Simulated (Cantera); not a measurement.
What does this Cantera script print?

```python
import numpy as np
import cantera as ct

gas_names = [...]  # 151 gases of nasa_gas.yaml made of C, H, N, O, Si
cond_names = """
    C(gr) C6H6(L) C7H8(L) C8H18(L),n-octa H2O(s) H2O(L) Si(cr) Si(L) SiC(b) SiO2(Lqz) SiO2(hqz) SiO2(L)
    Si2N2O(s) Si3N4(a)
""".split()


# ... load() reads the species with a 1 bar reference pressure and builds the phases ...
atoms = {
    'TEOS': {'Si': 1, 'C': 8, 'H': 20, 'O': 4},
    'H2O': {'H': 2, 'O': 1},
    'N2': {'N': 2},
    'CO2': {'C': 1, 'O': 2},
}
top_T = {'C(gr)': 4500, 'SiC(b)': 3050, 'Si2N2O(s)': 2100, 'Si3N4(a)': 2400}  # K; cautious upper limits of use, not melting points


# ... equilibrate(T, P, feed) seeds the gas with the atoms and calls Mixture.equilibrate('TP', solver="vcs", rtol=1e-11, max_steps=5000) ...
results = []
feed = {'TEOS': 1, 'H2O': 4, 'N2': 160, 'CO2': 4.7}  # mol
T = 948.15  # K
P = 87000  # Pa
mix = equilibrate(T, P, feed)
results.append((T, P, feed, dict(zip(mix.species_names, mix.species_moles))))
x = sorted(zip(gas.X, gas.species_names), reverse=True)
print(f"T = {T:g} K  P = {P:g} Pa  gas = {mix.phase_moles(0):.4g} mol")
print("   x: " + "  ".join(f"{s} {v:.3e}" for v, s in x if v > 1e-05))
print("   condensed (mol): " + ("  ".join(f"{mix.phase(i).name} {mix.phase_moles(i):.4g}"
      for i in range(1, mix.n_phases) if mix.phase_moles(i) > 1e-12) or "none"))
```

Result:

```
T = 948.15 K  P = 87000 Pa  gas = 186.5 mol
   x: N2 8.577e-01  H2 6.839e-02  CO 5.863e-02  CO2 9.041e-03  H2O 5.835e-03  CH4 4.026e-04  NH3 1.204e-05
   condensed (mol): SiO2(hqz) 1
```

These are equilibrium values from Cantera (NASA tables, ideal gas, pure condensed phases), not measurements of a reactor. The feed counts by its element totals alone.
